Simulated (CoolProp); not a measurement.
Vapour-liquid equilibrium of propylene (1) + propane (2) at 219.3 K; x and y are mole fractions of (1).

Model: multi-fluid Helmholtz-energy mixture model, Lemmon 2013 and Lemmon 2009; pair parameters Bell 2016, in CoolProp.

```csv
x,"bubble pressure, mixture model (kPa)","bubble pressure, Raoult's law (kPa)","y, mixture model","y, Raoult's law"
0.05,59.82,59.37,0.070,0.064
0.2,63.41,61.94,0.257,0.244
0.35,66.51,64.50,0.418,0.410
0.5,69.21,67.07,0.562,0.564
0.65,71.53,69.64,0.697,0.706
0.8,73.51,72.21,0.827,0.838
0.95,75.16,74.77,0.956,0.961
```

The largest gap from Raoult's law is +3.2 % in bubble pressure, at x = 0.5. No azeotrope shows between x = 0.05 and 0.95.

Pair parameters are fitted to limited data, so mixtures are less certain than the pure fluids.
